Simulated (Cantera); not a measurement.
Input: 1 mol SiO2, 1.8 mol F2, 40 mol H2, at 0.0133 bar.

Cantera equilibrium calculation (NASA polynomials, part measured and part estimated; ideal gas, pure solids and liquids). Candidate condensed phases: H2O, Si, SiO2; 38 gas species. The tables' values for SiF3, SiF2 are old estimates; treat these amounts as uncertain. The tables hold silica as quartz up to 1696 K and as liquid above; real silica turns to tridymite and cristobalite and melts near 1996 K. Kinetics and transport are ignored.

x: gas mole fraction; n: condensed amount in mol.

```
T (K)   x H2    x HF    x H2O    x SiF4  n SiO2(β-quartz)
-----  -----  ------  -------  --------  ----------------
1073   0.918  0.0666  0.00997   0.00498             0.793
1123   0.918  0.0690  0.00873   0.00436             0.818
1173   0.917  0.0711  0.00769   0.00384             0.840
1223   0.917  0.0728        …         …             0.858
1273   0.917  0.0742  0.00609   0.00304             0.873
1323   0.916  0.0754  0.00546   0.00272             0.886
1373   0.916  0.0765  0.00494   0.00245             0.897
1423   0.916  0.0774  0.00449   0.00221             0.906
1473   0.916  0.0781  0.00412   0.00200             0.914
1523   0.915  0.0788  0.00383   0.00179             0.919
1573   0.914  0.0796  0.00365         …             0.919
1623   0.913  0.0806  0.00371   0.00122             0.905
1673   0.909  0.0823  0.00433  0.000759             0.860
```

Q: What belongs in the gaps?

A: 
- 1573, x SiF4: 0.00155
- 1223, x H2O: 0.00682
- 1223, x SiF4: 0.00341
